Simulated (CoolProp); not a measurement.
Aqueous ethanol as a coolant, 7 % by mass, freezing at -2.9 °C, 1 atm.

Model: Melinder's fits for secondary coolants, in CoolProp.

| T (°C) | density (kg/m³) | conductivity (W/(m K)) | Prandtl number | viscosity (mPa s) |
|---|---|---|---|---|
| 4.7 | ___ | 0.527 | 18.7 | 2.27 |
| 11.5 | ___ | ___ | 14.1 | ___ |
| 18.3 | 986.4 | 0.546 | 11.1 | 1.42 |
| 25 | 984.7 | 0.555 | 9.00 | 1.18 |
| 31.8 | 982.6 | ___ | 7.44 | 0.991 |

Question: Fill in the missing entries.

Answer: 
- 4.7, density (kg/m³): 988.3
- 11.5, density (kg/m³): 987.7
- 11.5, conductivity (W/(m K)): 0.537
- 11.5, viscosity (mPa s): 1.76
- 31.8, conductivity (W/(m K)): 0.564
